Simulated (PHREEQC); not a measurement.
**Buffer**

Solution (90 °C): 0.049 mol/kgw NaH2PO4 and 0.0038 mol/kgw Na2HPO4. Closed to the air; pH follows from the charge balance.

Model: ion-association model, phreeqc.dat, run in PHREEQC.

- pH = 5.65
- ionic strength = 0.0601 mol/kgw
- specific conductance = 11200 µS/cm
- density = 0.970 g/cm³
- total alkalinity = 3.80 meq/kg

```tsv
species	molality	activity	log γ
Na+	0.0564	0.0446	-0.102
H2PO4-	0.0490	0.0390	-0.099
HPO4-2	0.00367	0.00144	-0.405
NaHPO4-	0.000158	0.000126	-0.099
H3PO4	2.42e-5	2.45e-5	0.006
H+	2.73e-6	2.26e-6	-0.082
OH-	2.25e-7	1.74e-7	-0.111
PO4-3	7.78e-9	8.37e-10	-0.968
```

No solid was allowed to form. At this temperature some constants are extrapolated from 25 °C, and those without enthalpy data are left unchanged.
